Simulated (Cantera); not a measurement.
What does this Cantera script print?

```python
import numpy as np
import cantera as ct

gas = ct.Solution("gri30.yaml")


def delay(T, t_max=10):
    gas.TPX = T, 500000, {'CH4': 1, 'O2': 1.18, 'N2': 6.24}
    reactor = ct.IdealGasReactor(gas, clone=False)
    net = ct.ReactorNet([reactor])
    net.rtol, net.atol = 1e-8, 1e-16
    while net.time < t_max:
        t_old, T_old = net.time, reactor.T
        net.step()
        if reactor.T > T + 400:  # ignition: a rise of 400 K
            return t_old + (T + 400 - T_old) / (reactor.T - T_old) * (net.time - t_old)
    return np.nan


taus = []
for T in [1198, 1248, 1298, 1348, 1398, 1448]:
    taus.append(delay(T))
    print(f"T0 = {T:6g} K   tau = {taus[-1]:.4e} s")
```

Result:

```
T0 =   1198 K   tau = 1.7639e-02 s
T0 =   1248 K   tau = 9.3492e-03 s
T0 =   1298 K   tau = 5.0907e-03 s
T0 =   1348 K   tau = 2.8374e-03 s
T0 =   1398 K   tau = 1.6136e-03 s
T0 =   1448 K   tau = 9.3431e-04 s
```

Cantera simulation using GRI-Mech 3.0 (53 species, 325 reactions); the numbers are that mechanism's predictions, not measurements.
